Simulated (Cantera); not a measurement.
Input: 1 mol Cr, 1.2 mol N₂O, 14 mol H₂, 0.41 mol N₂, equilibrated at 602 °C and 100 Torr.

Equilibrium computed with Cantera from the NASA thermochemical tables; the gas is ideal and each condensed phase is pure. Candidate condensed phases: Cr, CrN, Cr₂N, Cr₂O₃, H₂O; 29 gas species. Kinetics and transport are ignored.

Task: What is the equilibrium state?

Result: 
```
Item                                    Value
----------------------------------  ---------
x(H₂)                                   0.903
x(N₂)                                  0.0973
x(NH₃)                                5.32e-5
x(H₂O)                                1.71e-5
n(CrN(s))                           0.200 mol
n(Cr₂O₃(s))                         0.400 mol
gas amount                          15.51 mol
log10 activity of Cr₂N(s) (absent)      -1.30
log10 activity of Cr(s) (absent)        -1.97
```
